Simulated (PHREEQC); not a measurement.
Solution (25 °C): 0.015 mol CdCl2, 0.00012 mol MgSO4 and 0.00016 mol H2SO4 per kg of water. Closed to the air; pH follows from the charge balance.

Computed with PHREEQC (ion-association model, phreeqc.dat).

The ionic strength comes out as 0.0291 mol/kgw. What activity coefficients do Cl-, Cd+2, SO4-2, Mg+2, CdCl3- get?

Cl- 0.85, Cd+2 0.52, SO4-2 0.53, Mg+2 0.55, CdCl3- 0.85.

Precipitation was switched off in this run.
